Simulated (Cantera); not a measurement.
A closed system holds: 1 mol Si3H8, 0.17 mol HCl, 8.8 mol H2, held at 10000 Pa.

These are equilibrium values from Cantera (NASA tables, ideal gas, pure condensed phases), not measurements of a reactor. Candidate condensed phases: Si; 19 gas species. The feed counts by its element totals alone. Gases not in the tables: Si2H6 and higher silanes. Kinetics and transport are ignored.

Question: Which condensed phases are stable at each of these points (T (K)): 848, 948, 1048, 1148, 1248, 1348, 1448, 1548, 1648, 1748?

Answer: 
```json
[
 {"T (K)": "848", "condensed phases": "Si(s)", "Si condensed (%)": "98.6"},
 {"T (K)": "948", "condensed phases": "Si(s)", "Si condensed (%)": "98.9"},
 {"T (K)": "1048", "condensed phases": "Si(s)", "Si condensed (%)": "99.4"},
 {"T (K)": "1148", "condensed phases": "Si(s)", "Si condensed (%)": "99.7"},
 {"T (K)": "1248", "condensed phases": "Si(s)", "Si condensed (%)": "99.8"},
 {"T (K)": "1348", "condensed phases": "Si(s)", "Si condensed (%)": "99.8"},
 {"T (K)": "1448", "condensed phases": "Si(s)", "Si condensed (%)": "99.8"},
 {"T (K)": "1548", "condensed phases": "Si(s)", "Si condensed (%)": "99.8"},
 {"T (K)": "1648", "condensed phases": "Si(s)", "Si condensed (%)": "99.8"},
 {"T (K)": "1748", "condensed phases": "Si(l)", "Si condensed (%)": "99.8"}
]
```

From 848 K to 1648 K the condensed part is Si(s). At 1748 K the condensed part is Si(l).
